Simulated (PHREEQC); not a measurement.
0.018 g of hydrous ferric oxide (600 m²/g; 0.2 weak and 0.005 strong sites per Fe, Dzombak-Morel constants, diffuse double layer) in 1 kg of water with 0.3 mol/kgw of an inert sodium salt and 2.8e-05 mol ZnSO4 and 5.5e-07 mol Na2HAsO4, at 25 °C; the pH is set by adding NaOH or the inert anion's acid. Oxygen is held at 0.21 atm. The system is closed to CO2. Nothing may precipitate in this run.

The series has 17 steps of pH, from 4 to 10.

Equilibrium calculation in PHREEQC: ion-association model, wateq4f.dat.

**Question.** Near which pH is half of the Zn sorbed, and on which side is more sorbed?

**Answer.** Near pH 7.9, with more sorbed at higher pH.

**Question.** At which pH does the surface charge pass through zero?

**Answer.** Near pH 9.4.

Along this series the solution becomes supersaturated in solids that the run did not let form, among them Zn(OH)2-e. Complexes and solids missing from the database can't appear. The database has no arsenate complexes of Zn.
